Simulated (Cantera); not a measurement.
## Equilibrium for carbothermic reduction: Cu2O + CO

A closed system holds: 1 mol Cu2O, 5.6 mol CO, held at 2600 Pa.

These are equilibrium values from Cantera (NASA tables, ideal gas, pure condensed phases), not measurements of a reactor. Candidate condensed phases: C, Cu, CuO, Cu2O; 15 gas species. Kinetics and transport are ignored.

From 1150 K to 1350 K the condensed part is Cu(s). From 1400 K to 1600 K the condensed part is Cu(l). The main Cu-bearing gas is Cu throughout.

| T (K) | log p CO | log p CO2 | log p Cu | log p Cu2 | log p O | n Cu(s) | n Cu(l) |
|---|---|---|---|---|---|---|---|
| 1150 | -1.67 | -2.33 | -8.54 | -13.35 | <-13 | 2.00 | 0 |
| 1200 | -1.67 | -2.33 | -7.91 | -12.46 | <-13 | 2.00 | 0 |
| 1250 | -1.67 | -2.33 | -7.33 | -11.64 | <-13 | 2.00 | 0 |
| 1300 | -1.67 | -2.33 | -6.80 | -10.89 | <-13 | 2.00 | 0 |
| 1350 | -1.67 | -2.33 | -6.31 | -10.19 | -13.43 | 2.00 | 0 |
| 1400 | -1.67 | -2.33 | -5.87 | -9.58 | -12.70 | 0 | 2.00 |
| 1450 | -1.67 | -2.33 | -5.46 | -9.02 | -12.01 | 0 | 2.00 |
| 1500 | -1.67 | -2.33 | -5.08 | -8.49 | -11.37 | 0 | 2.00 |
| 1550 | -1.67 | -2.33 | -4.73 | -8.00 | -10.76 | 0 | 2.00 |
| 1600 | -1.67 | -2.33 | -4.40 | -7.55 | -10.20 | 0 | 1.99 |
log p: log10 of the partial pressure in bar; n: condensed amount in mol.
